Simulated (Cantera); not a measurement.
Feed: 1 mol Si₃N₄, 2.6 mol H₂O, 730 mol H₂, held at 1875 K and 0.975 Torr.

These are equilibrium values from Cantera (NASA tables, ideal gas, pure condensed phases), not measurements of a reactor. Candidate condensed phases: H₂O, Si, SiO₂, Si₂N₂O, Si₃N₄; 35 gas species. The numbers say what is thermodynamically allowed, not how fast it happens.

Base state: H₂ 0.975, H 0.0180, SiO 0.00349, N₂ 0.00269, Si 0.000516, SiH 1.70e-5 (mole fractions); condensed: gas only.

Question: What changes in the equilibrium state with this change: Si₃N₄ replaced by SiC?

Answer: 
```
species    before     after
-------  --------  --------
H₂          0.975     0.979
H          0.0180    0.0180
SiO       0.00349   0.00135
N₂        0.00269         0
CO              0   0.00135
Si       0.000516   1.45e-8
SiH       1.70e-5     <1e-9
H₂O       5.85e-8  0.000808
```
Further candidate phases: C, C₆H₆, C₇H₈, C₈H₁₈, SiC.
